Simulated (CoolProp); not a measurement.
Properties of propylene along the isobar 0.101 MPa.

Computed with CoolProp (reference Helmholtz-energy equation of state, Lemmon 2013).

| T (K) | phase | cp (kJ/(kg K)) | speed of sound (m/s) | isothermal compressibility (1/MPa) | expansivity (1/kK) | Prandtl number |
|---|---|---|---|---|---|---|
| 338.6 | gas | 1.694 | 273.3 | 9.998 | 3.043 | 0.769 |
| 345.1 | gas | 1.718 | 275.8 | 9.992 | 2.981 | 0.768 |
| 351.7 | gas | 1.742 | 278.2 | 9.987 | 2.920 | 0.767 |
| 358.2 | gas | 1.765 | 280.6 | 9.982 | 2.863 | 0.766 |
| 364.7 | gas | 1.789 | 283.0 | 9.977 | 2.808 | 0.766 |
| 371.3 | gas | 1.813 | 285.4 | 9.973 | 2.755 | 0.765 |
| 377.8 | gas | 1.837 | 287.8 | 9.969 | 2.704 | 0.764 |
| 384.3 | gas | 1.861 | 290.1 | 9.966 | 2.656 | 0.763 |
| 390.9 | gas | 1.885 | 292.4 | 9.962 | 2.608 | 0.763 |
| 397.4 | gas | 1.908 | 294.7 | 9.959 | 2.563 | 0.762 |
| 404 | gas | 1.932 | 297.0 | 9.956 | 2.519 | 0.761 |
| 410.5 | gas | 1.956 | 299.2 | 9.953 | 2.477 | 0.760 |
| 417 | gas | 1.979 | 301.4 | 9.951 | 2.437 | 0.760 |
| 423.6 | gas | 2.003 | 303.6 | 9.948 | 2.397 | 0.759 |

Viscosity comes from a separate model (Huber 2003), an estimate that may be off by 10 % or more. Thermal conductivity comes from a separate model (Huber 2003), an estimate that may be off by 10 % or more.
